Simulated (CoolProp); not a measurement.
Vapour-liquid equilibrium of methane (1) + ethylene (2) at -137.45 °C; x and y are mole fractions of (1).

Values from CoolProp's multi-fluid Helmholtz-energy mixture model, Setzmann 1991 and Smukala 2000; pair parameters Bell 2016.

Q: Give the bubble pressure and the first vapour's composition at x = 0.35, 0.55, 0.95. Is there an azeotrope?

A: x = 0.35: 2.348 bar, y = 0.974; x = 0.55: 3.215 bar, y = 0.984; x = 0.95: 4.832 bar, y = 0.998. No azeotrope shows between x = 0.05 and 0.95.

Pair parameters are fitted to limited data, so mixtures are less certain than the pure fluids.
